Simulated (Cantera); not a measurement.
What does this Cantera script print?

```python
import numpy as np
import cantera as ct

gas = ct.Solution("gri30.yaml")
gas.TPX = 1100, 32000, {'H2': 1.6, 'O2': 1, 'N2': 19}
reactor = ct.IdealGasConstPressureReactor(gas, energy="off", clone=False)
net = ct.ReactorNet([reactor])
net.rtol, net.atol = 1e-08, 1e-18
show = ['H2', 'O2', 'H', 'NO2', 'NO', 'H2O', 'H2O2']
times = np.geomspace(0.0004, 3, 12)

steps = ct.SolutionArray(gas, extra=["t"])
rows = []
print(f"{'t/s':>10s}{'T/K':>9s}{'P/Pa':>11s}" + "".join(f"{s:>11s}" for s in show))
for t in times:
    while net.time < t:
        t_next = net.step()
        steps.append(gas.state, t=t_next)
    rows.append([np.interp(t, steps.t, y) for y in (steps.T, steps.P, *steps(*show).X.T)])
    print(f"{t:10.3e}{rows[-1][0]:9.1f}{rows[-1][1]:11.4g}" + "".join(f"{x:11.3e}" for x in rows[-1][2:]))
rate = np.gradient(steps.T, steps.t)
print("integrator steps:", len(steps.t))
if steps.T.max() > steps.T[0] + 200:
    print(f"time of steepest temperature rise: {steps.t[rate.argmax()]:.4e} s")
gas.TPX = 1100, 32000, {'H2': 1.6, 'O2': 1, 'N2': 19}
gas.equilibrate("TP")
print(f"equilibrium (TP): T = {gas.T:.1f} K  " + "  ".join(f"{s} {gas[s].X[0]:.3e}" for s in show))
```

It prints:

```
       t/s      T/K       P/Pa         H2         O2          H        NO2         NO        H2O       H2O2
 4.000e-04   1100.0    3.2e+04  7.407e-02  4.629e-02  2.373e-06  4.077e-20  1.064e-15  2.980e-06  7.254e-10
 9.002e-04   1100.0    3.2e+04  2.583e-02  2.593e-02  2.171e-02  1.519e-11  4.520e-07  3.729e-02  4.602e-07
 2.026e-03   1100.0    3.2e+04  3.592e-03  1.188e-02  4.278e-03  2.132e-10  3.475e-06  7.048e-02  5.629e-07
 4.559e-03   1100.0    3.2e+04  9.095e-04  1.002e-02  4.111e-04  8.587e-10  3.686e-06  7.562e-02  6.403e-07
 1.026e-02   1100.0    3.2e+04  1.892e-04  9.678e-03  2.969e-05  5.353e-09  3.692e-06  7.666e-02  4.261e-07
 2.309e-02   1100.0    3.2e+04  3.713e-05  9.620e-03  2.403e-06  2.117e-08  3.677e-06  7.686e-02  1.695e-07
 5.197e-02   1100.0    3.2e+04  7.151e-06  9.612e-03  2.294e-07  4.216e-08  3.656e-06  7.691e-02  5.489e-08
 1.170e-01   1100.0    3.2e+04  1.466e-06  9.612e-03  2.702e-08  4.986e-08  3.649e-06  7.692e-02  1.754e-08
 2.632e-01   1100.0    3.2e+04  3.625e-07  9.612e-03  4.210e-09  4.171e-08  3.657e-06  7.692e-02  6.023e-09
 5.923e-01   1100.0    3.2e+04  1.123e-07  9.613e-03  8.480e-10  2.879e-08  3.670e-06  7.692e-02  2.266e-09
 1.333e+00   1100.0    3.2e+04  4.089e-08  9.613e-03  2.032e-10  1.853e-08  3.680e-06  7.692e-02  9.169e-10
 3.000e+00   1100.0    3.2e+04  1.646e-08  9.613e-03  5.448e-11  1.228e-08  3.686e-06  7.692e-02  3.906e-10
integrator steps: 1819
equilibrium (TP): T = 1100.0 K  H2 1.840e-09  O2 9.605e-03  H 1.974e-12  NO2 6.784e-08  NO 1.968e-05  H2O 7.692e-02  H2O2 3.854e-11
```

Model: GRI-Mech 3.0 (53 species, 325 reactions), integrated in Cantera. The temperature is held fixed by assumption; the heat of reaction is taken as removed at once.
